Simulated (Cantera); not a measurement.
A freely propagating, adiabatic, planar premixed flame of H2 : O2 : N2 : H2O = 1 : 0.357 : 1.29 : 0.079 (molar parts), unburnt at 650 K and 7500 Torr; mixture-averaged transport, grid criteria slope 0.08 and curve 0.16, no radiation.

Detailed kinetics in Cantera: the H2/O2 subset of GRI-Mech 3.0, which has no nitrogen chemistry. The hydrogen kinetics of GRI-Mech 3.0 are dated; newer H2 mechanisms differ, most at raised pressure. Burning velocities carry a grid error of a few per cent, more on coarse grids.

Question: Predict: laminar burning velocity; thermal thickness; peak x(H2O2); peak x(HO2); peak x(H).

Answer: laminar burning velocity: 913 cm/s
thermal thickness: 0.0237 mm
peak x(H2O2): 0.000115
peak x(HO2): 0.00152
peak x(H): 0.0389
